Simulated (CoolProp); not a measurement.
Properties of CH3F (R41) along the isotherm 318.9 K (Tc = 317.3 K, pc = 5.906 MPa, ω = 0.200).

Model: reference Helmholtz-energy equation of state, Lemmon 2006, in CoolProp. It is a short technical equation, of lower accuracy than the large ones.

```tsv
p (MPa)	phase	density (kg/m³)	expansivity (1/kK)
0.0467	gas	0.6013	3.168
0.083	gas	1.071	3.193
0.148	gas	1.918	3.239
0.263	gas	3.436	3.322
0.467	gas	6.187	3.478
0.83	gas	11.29	3.783
1.48	gas	21.16	4.441
2.63	gas	41.73	6.155
4.67	gas	98.26	15.02
8.3	supercritical	516.0	14.07
14.8	supercritical	596.6	5.974
```
